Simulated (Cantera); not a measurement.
Input: 1 mol SiC, 0.082 mol N₂O, 2 mol N₂, equilibrated at 34.5 Torr.

These are equilibrium values from Cantera (NASA tables, ideal gas, pure condensed phases), not measurements of a reactor. Candidate condensed phases: C, Si, SiC, SiO₂, Si₂N₂O, Si₃N₄; 34 gas species. Mutual solubility and eutectic melting of coexisting phases are not modelled. Kinetics and transport are ignored.

**Question.** Which condensed phases are stable at each of these points (T (°C)): 975, 1075, 1175, 1275, 1375, 1475, 1575, 1675, 1775, 1875?

**Answer.** 
```
T (°C)                    condensed phases  Si condensed (%)
------  ----------------------------------  ----------------
975     C(graphite) + Si₂N₂O(s) + Si₃N₄(s)             100.0
1075    C(graphite) + Si₂N₂O(s) + Si₃N₄(s)             100.0
1175    C(graphite) + Si₂N₂O(s) + Si₃N₄(s)             100.0
1275      C(graphite) + SiC(s) + Si₂N₂O(s)             100.0
1375                    SiC(s) + Si₂N₂O(s)              99.9
1475                    SiC(s) + Si₂N₂O(s)              99.4
1575                    SiC(s) + Si₂N₂O(s)              96.2
1675                                SiC(s)              95.9
1775                                SiC(s)              95.8
1875                                SiC(s)              95.4
```

From 975 °C to 1175 °C the condensed part is C(graphite) + Si₂N₂O(s) + Si₃N₄(s). At 1275 °C the condensed part is C(graphite) + SiC(s) + Si₂N₂O(s). From 1375 °C to 1575 °C the condensed part is SiC(s) + Si₂N₂O(s). From 1675 °C to 1875 °C the condensed part is SiC(s).
